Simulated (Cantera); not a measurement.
Cantera run, input and output.

```python
import numpy as np
import cantera as ct

gas = ct.Solution("gri30.yaml")
gas.TPX = 1450, 101325, {'CH3OH': 1, 'O2': 1.36, 'N2': 5.13}
reactor = ct.IdealGasConstPressureReactor(gas, energy="on", clone=False)
net = ct.ReactorNet([reactor])
net.rtol, net.atol = 1e-08, 1e-16
show = ['CH3OH', 'O2', 'CH2O', 'CH3', 'H2O', 'NO']
times = np.geomspace(2e-06, 0.8, 15)

steps = ct.SolutionArray(gas, extra=["t"])
rows = []
print(f"{'t/s':>10s}{'T/K':>9s}{'P/Pa':>11s}" + "".join(f"{s:>11s}" for s in show))
for t in times:
    while net.time < t:
        t_next = net.step()
        steps.append(gas.state, t=t_next)
    rows.append([np.interp(t, steps.t, y) for y in (steps.T, steps.P, *steps(*show).X.T)])
    print(f"{t:10.3e}{rows[-1][0]:9.1f}{rows[-1][1]:11.4g}" + "".join(f"{x:11.3e}" for x in rows[-1][2:]))
rate = np.gradient(steps.T, steps.t)
print("integrator steps:", len(steps.t))
if steps.T.max() > steps.T[0] + 200:
    print(f"time of steepest temperature rise: {steps.t[rate.argmax()]:.4e} s")
gas.TPX = 1450, 101325, {'CH3OH': 1, 'O2': 1.36, 'N2': 5.13}
gas.equilibrate("HP")
print(f"equilibrium (HP): T = {gas.T:.1f} K  " + "  ".join(f"{s} {gas[s].X[0]:.3e}" for s in show))
```

It prints:

```
       t/s      T/K       P/Pa      CH3OH         O2       CH2O        CH3        H2O         NO
 2.000e-06   1450.0  1.013e+05  1.335e-01  1.816e-01  5.495e-06  1.509e-06  4.148e-06  5.581e-16
 5.025e-06   1450.0  1.013e+05  1.335e-01  1.816e-01  1.570e-05  3.346e-06  1.073e-05  1.889e-15
 1.263e-05   1450.0  1.013e+05  1.334e-01  1.815e-01  4.456e-05  6.177e-06  2.772e-05  5.520e-15
 3.173e-05   1450.0  1.013e+05  1.333e-01  1.814e-01  1.352e-04  7.590e-06  7.643e-05  1.634e-14
 7.973e-05   1450.3  1.013e+05  1.328e-01  1.811e-01  5.231e-04  5.649e-06  2.955e-04  5.945e-14
 2.003e-04   1456.1  1.013e+05  1.284e-01  1.788e-01  4.203e-03  3.189e-06  2.852e-03  5.431e-13
 5.034e-04   2583.2  1.013e+05  3.597e-16  2.077e-02  5.039e-10  2.021e-14  1.877e-01  2.428e-04
 1.265e-03   2713.3  1.013e+05  3.530e-16  1.607e-02  5.250e-10  3.202e-14  1.983e-01  2.201e-03
 3.178e-03   2708.0  1.013e+05  3.666e-16  1.501e-02  5.342e-10  3.316e-14  1.984e-01  5.404e-03
 7.986e-03   2704.8  1.013e+05  3.749e-16  1.441e-02  5.398e-10  3.383e-14  1.985e-01  7.236e-03
 2.007e-02   2704.6  1.013e+05  3.755e-16  1.436e-02  5.402e-10  3.388e-14  1.985e-01  7.366e-03
 5.043e-02   2704.6  1.013e+05  3.755e-16  1.436e-02  5.402e-10  3.388e-14  1.985e-01  7.366e-03
 1.267e-01   2704.6  1.013e+05  3.755e-16  1.436e-02  5.402e-10  3.388e-14  1.985e-01  7.366e-03
 3.184e-01   2704.6  1.013e+05  3.755e-16  1.436e-02  5.402e-10  3.388e-14  1.985e-01  7.366e-03
 8.000e-01   2704.6  1.013e+05  3.755e-16  1.436e-02  5.402e-10  3.388e-14  1.985e-01  7.366e-03
integrator steps: 1902
time of steepest temperature rise: 3.5472e-04 s
equilibrium (HP): T = 2704.6 K  CH3OH 3.903e-16  O2 1.436e-02  CH2O 5.402e-10  CH3 4.354e-14  H2O 1.985e-01  NO 7.366e-03
```

Computed with Cantera and GRI-Mech 3.0 (53 species, 325 reactions). GRI-Mech 3.0 was tuned for natural gas; its chemistry of methanol as a main component is partial and can be far from experiment.
